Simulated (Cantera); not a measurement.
Input: 1 mol CuO, 1.4 mol F2, a varied amount of H2, equilibrated at 775 K and 180 Torr.

Method: chemical equilibrium by Gibbs-energy minimisation in Cantera with the NASA 1993 tables (ideal gas, pure condensed phases). Candidate condensed phases: Cu, CuF2, CuO, Cu(OH)2, Cu2O, H2O; 27 gas species. Rates play no part.

x: gas mole fraction; n: condensed amount in mol.

| n(H2) (mol) | x HF | x H2 | x H2O | x O2 | x H2F2 | x CuF2 | n CuF2(s) | n CuO(s) | n Cu(s) |
|---|---|---|---|---|---|---|---|---|---|
| 1 | 0.891 | <1e-12 | 0.0167 | 0.0924 | ___ | 6.38e-9 | 0.436 | 0.564 | 0 |
| 3.4 | 0.583 | 0.208 | 0.208 | <1e-12 | ___ | <1e-12 | 0 | 0 | 1.00 |
| 5.8 | 0.389 | 0.472 | 0.139 | <1e-12 | ___ | <1e-12 | 0 | 0 | 1.00 |
| 8.2 | 0.292 | 0.604 | 0.104 | <1e-12 | ___ | <1e-12 | 0 | 0 | 1.00 |
| 11 | 0.226 | 0.694 | 0.0806 | <1e-12 | ___ | <1e-12 | 0 | 0 | 1.00 |
| 13 | 0.194 | 0.736 | 0.0694 | <1e-12 | ___ | <1e-12 | 0 | 0 | 1.00 |
| 15 | 0.171 | 0.768 | 0.0610 | <1e-12 | ___ | <1e-12 | 0 | 0 | 1.00 |
| 18 | 0.144 | 0.804 | 0.0515 | <1e-12 | ___ | <1e-12 | 0 | 0 | 1.00 |
| 20 | 0.131 | 0.822 | 0.0467 | <1e-12 | ___ | <1e-12 | 0 | 0 | 1.00 |

Task: Some entries are withheld; supply them.

Result: 
- 1, x H2F2: 2.10e-5
- 3.4, x H2F2: 8.98e-6
- 5.8, x H2F2: 3.99e-6
- 8.2, x H2F2: 2.25e-6
- 11, x H2F2: 1.35e-6
- 13, x H2F2: 9.98e-7
- 15, x H2F2: 7.70e-7
- 18, x H2F2: 5.50e-7
- 20, x H2F2: 4.52e-7
